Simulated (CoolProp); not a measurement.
Properties of dodecamethylpentasiloxane (MD3M) at several states (Tc = 354.9 °C, pc = 0.9540 MPa, ω = 0.730).

Values from CoolProp's reference Helmholtz-energy equation of state, Thol 2019.

```json
[
 {"T (°C)": "211.65", "p (MPa)": "0.0537", "phase": "gas", "Z": "(withheld)", "cv (kJ/(kg K))": "1.821", "Joule-Thomson coefficient (K/MPa)": "30.28", "expansivity (1/kK)": "2.697"},
 {"T (°C)": "-31.75", "p (MPa)": "1.22", "phase": "liquid", "Z": "0.2526", "cv (kJ/(kg K))": "(withheld)", "Joule-Thomson coefficient (K/MPa)": "-0.5228", "expansivity (1/kK)": "1.055"},
 {"T (°C)": "270.45", "p (MPa)": "0.196", "phase": "gas", "Z": "0.8427", "cv (kJ/(kg K))": "(withheld)", "Joule-Thomson coefficient (K/MPa)": "23.94", "expansivity (1/kK)": "3.598"},
 {"T (°C)": "179.35", "p (MPa)": "0.0452", "phase": "liquid", "Z": "0.006475", "cv (kJ/(kg K))": "1.797", "Joule-Thomson coefficient (K/MPa)": "-0.2007", "expansivity (1/kK)": "1.562"}
]
```

Question: What belongs in the gaps?

Answer: 
- 211.65, Z: 0.9361
- -31.75, cv (kJ/(kg K)): 1.250
- 270.45, cv (kJ/(kg K)): 1.959
